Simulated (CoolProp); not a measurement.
Vapour-liquid equilibrium of chloromethane (R40) (1) + isobutene (2) at -30.35 °C; x and y are mole fractions of (1).

Computed with CoolProp (multi-fluid Helmholtz-energy mixture model, Thol 2014 and Lemmon 2005; pair parameters Bell 2016).

```
x     bubble pressure (MPa)  y at the bubble point  dew pressure at overall composition x (MPa)  liquid density (mol/L)
----  ---------------------  ---------------------  -------------------------------------------  ----------------------
0.05                0.04013                  0.129                                            …                   11.89
0.15                0.04609                  0.313                                      0.04075                   12.45
0.25                0.05111                  0.443                                      0.04390                   13.06
0.35                0.05545                      …                                      0.04744                   13.72
0.45                0.05931                      …                                      0.05138                       …
0.55                0.06281                  0.703                                      0.05571                       …
0.65                0.06606                  0.772                                      0.06032                   16.14
0.75                0.06911                      …                                      0.06504                   17.12
0.85                0.07202                      …                                      0.06969                   18.21
0.95                0.07480                  0.967                                      0.07408                   19.43
```

### Question
Some entries are withheld; supply them.

### Answer

- 0.05, dew pressure at overall composition x (MPa): 0.03796
- 0.35, y at the bubble point: 0.544
- 0.45, y at the bubble point: 0.628
- 0.45, liquid density (mol/L): 14.45
- 0.55, liquid density (mol/L): 15.25
- 0.75, y at the bubble point: 0.837
- 0.85, y at the bubble point: 0.902

No azeotrope shows between x = 0.05 and 0.95.

Pair parameters are fitted to limited data, so mixtures are less certain than the pure fluids.
